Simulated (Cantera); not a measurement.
**Ignition delay**

Mixture: CO : H2 : O2 : N2 : H2O = 1 : 0.45 : 0.453 : 2.54 : 0.44 (molar parts), equivalence ratio 1.6, at 2.20 bar, adiabatic and at constant volume. Ignition delay is the time to a rise of 400 K.

Computed with Cantera and GRI-Mech 3.0 (53 species, 325 reactions). The hydrogen kinetics of GRI-Mech 3.0 are dated; newer H2 mechanisms differ, most at raised pressure.

```
T0 (K)  delay (ms)
------  ----------
1000          5.17
1050          1.09
1100         0.254
1150        0.0972
1200        0.0549
1250        0.0374
1300        0.0280
```

```json
{
  "apparent activation energy between 1200 and 1300 K": "87 kJ/mol"
}
```
